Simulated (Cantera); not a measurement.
Cantera run:

```python
import numpy as np
import cantera as ct

gas_names = """
    CL CL2 H HCL H2 N NH NH2 NH3 N2 N2H2 N2H4 Si SiCL SiCL2 SiCL3 SiCL4 SiH SiHCL3 SiH2 SiH2CL2 SiH3
    SiH3CL SiH4 SiN Si2 Si2N Si3
""".split()
cond_names = """
    NH4CL(a) NH4CL(b) Si(cr) Si(L) Si3N4(a)
""".split()


# ... load() reads the species with a 1 bar reference pressure and builds the phases ...
atoms = {
    'SiH2Cl2': {'Si': 1, 'H': 2, 'CL': 2},
    'N2': {'N': 2},
}
top_T = {'Si3N4(a)': 2400}  # K; cautious upper limits of use, not melting points


# ... equilibrate(T, P, feed) seeds the gas with the atoms and calls Mixture.equilibrate('TP', solver="vcs", rtol=1e-11, max_steps=5000) ...
results = []
feed = {'SiH2Cl2': 1, 'N2': 15}  # mol
P = 54  # Pa
for T in [998, 1098, 1198, 1298, 1398, 1498, 1598, 1698, 1798, 1898, 1998, 2098]:
    mix = equilibrate(T, P, feed)
    results.append((T, P, feed, dict(zip(mix.species_names, mix.species_moles))))

top = {s: max(r[3][s] / sum(r[3][g] for g in gas_names) for r in results) for s in gas_names}
cols = sorted((s for s in top if top[s] > 0.001), key=lambda s: -top[s])[:8]
seen = [c for c in cond_names if any(r[3].get(c, 0) > 1e-12 for r in results)]
print("log10 of partial pressures in bar; condensed amounts in mol")
print(f"{'T/K':>10s}" + "".join(f"{s[:9]:>10s}" for s in cols + seen))
for T, P, feed, n in results:
    ng = sum(n[g] for g in gas_names)
    print(f"{T:10.4g}" + "".join(f"{np.log10(max(n[s] / ng * P / 1e5, 1e-99)):10.3f}" for s in cols)
          + "".join(f"{n.get(c, 0):10.4g}" for c in seen))
```

Output:

```
log10 of partial pressures in bar; condensed amounts in mol
       T/K        N2       HCL        H2     SiCL2        Si        CL         H     SiCL4     Si(L)  Si3N4(a)
       998    -3.321    -4.306    -5.075    -8.312   -20.802   -10.467   -11.205    -5.379         0    0.2909
      1098    -3.321    -4.296    -5.107    -6.995   -17.484    -9.396   -10.160    -5.429         0    0.2931
      1198    -3.321    -4.295    -5.112    -5.941   -14.724    -8.522    -9.277    -5.548         0     0.287
      1298    -3.323    -4.333    -5.019    -5.223   -12.393    -7.867    -8.479    -5.988         0    0.2518
      1398    -3.323    -4.445    -4.837    -4.875   -10.400    -7.435    -7.744    -6.891         0    0.1889
      1498    -3.323    -4.615    -4.697    -4.706    -8.678    -7.125    -7.113    -7.932         0    0.1272
      1598    -3.323    -4.813    -4.616    -4.618    -7.173    -6.881    -6.582    -8.955         0   0.08009
      1698    -3.323    -4.884    -4.606    -4.606    -6.183    -6.530    -6.143    -9.651    0.1849         0
      1798    -3.326    -4.868    -4.623    -4.621    -5.511    -6.126    -5.765   -10.111    0.1117         0
      1898    -3.331    -4.796    -4.672    -4.671    -5.095    -5.689    -5.443   -10.407         0         0
      1998    -3.338    -4.690    -4.767    -4.781    -4.919    -5.229    -5.178   -10.604         0         0
      2098    -3.347    -4.649    -4.881    -4.970    -4.769    -4.853    -4.952   -10.951         0         0
```

Equilibrium computed with Cantera from the NASA thermochemical tables; the gas is ideal and each condensed phase is pure. N2 is the only nitrogen source here; it is nearly inert below about 1500 K, so the nitride shown seldom forms there in practice. The tables' values for SiCl, SiCl3, SiN are old estimates; treat these amounts as uncertain.
